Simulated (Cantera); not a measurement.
Mixture: CH₄ : H₂ : O₂ : N₂ = 1 : 0.59 : 4.03 : 15.1 (molar parts), at 0.470 bar, adiabatic and at constant pressure. Ignition delay is the time to a rise of 400 K.

Cantera simulation using GRI-Mech 3.0 (53 species, 325 reactions); the numbers are that mechanism's predictions, not measurements. Below about 1000 K GRI-Mech 3.0 lacks low-temperature oxidation paths.

Question: What does this change do: pressure from 0.470 bar to 10.0 bar?

Answer: 
```
quantity                                                before       after
--------------------------------------------------  ----------  ----------
delay at 973 K                                         26.8 ms     33.0 ms
delay at 1048 K                                        10.8 ms     5.58 ms
delay at 1123 K                                        5.00 ms     1.17 ms
delay at 1198 K                                        2.51 ms    0.354 ms
delay at 1273 K                                        1.37 ms    0.154 ms
delay at 1348 K                                       0.810 ms     81.5 µs
apparent activation energy between 1198 and 1348 K  100 kJ/mol  130 kJ/mol
```

Question: What does this change do: pressure from 0.470 bar to 5.00 bar?

Answer: 
```csv
quantity,before,after
delay at 973 K,26.8 ms,41.4 ms
delay at 1048 K,10.8 ms,5.49 ms
delay at 1123 K,5.00 ms,1.20 ms
delay at 1198 K,2.51 ms,0.466 ms
delay at 1273 K,1.37 ms,0.235 ms
delay at 1348 K,0.810 ms,0.132 ms
apparent activation energy between 1198 and 1348 K,100 kJ/mol,110 kJ/mol
```

Question: What does this change do: H2 0.59 to 0.25 parts?

Answer: 
```csv
quantity,before,after
delay at 973 K,26.8 ms,98.0 ms
delay at 1048 K,10.8 ms,41.6 ms
delay at 1123 K,5.00 ms,18.2 ms
delay at 1198 K,2.51 ms,8.20 ms
delay at 1273 K,1.37 ms,3.93 ms
delay at 1348 K,0.810 ms,2.05 ms
apparent activation energy between 1198 and 1348 K,100 kJ/mol,120 kJ/mol
```
